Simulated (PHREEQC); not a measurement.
Solution (25 °C): 5.1 mol LiCl and 0.1 mol BaCl2 per kg of water. Closed to the air; pH follows from the charge balance.

The numbers come from PHREEQC with the Pitzer model, pitzer.dat.

This is a speciation only: nothing precipitates in the calculation.

What activity of water, osmotic coefficient, density does the model give?

activity of water 0.734; osmotic coefficient 1.632; density 1.115 g/cm³.
